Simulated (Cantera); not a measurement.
Feed: 1 mol V, 0.52 mol O2, 63 mol N2, equilibrated at 1927 °C and 1330 Pa.

Cantera equilibrium calculation (NASA polynomials, part measured and part estimated; ideal gas, pure solids and liquids). Candidate condensed phases: V, VN, VO, V2O3, V2O4, V2O5; 13 gas species. VO: taken at fixed stoichiometry. Rates play no part.

Base state: N2 0.997, VO 0.00196, VO2 0.00105, V 0.000422 (mole fractions); condensed: VO(l).

**Question.** What changes in the equilibrium state with this change: 0.18 mol H2 added?

**Answer.** 
```
species       before     after
----------  --------  --------
N2             0.997     0.993
H                  0   0.00207
VO           0.00196   0.00196
H2                 0   0.00180
VO2          0.00105   0.00105
V           0.000422  0.000425
VO(l), mol     0.783     0.783
```
Further candidate phases: H2O.
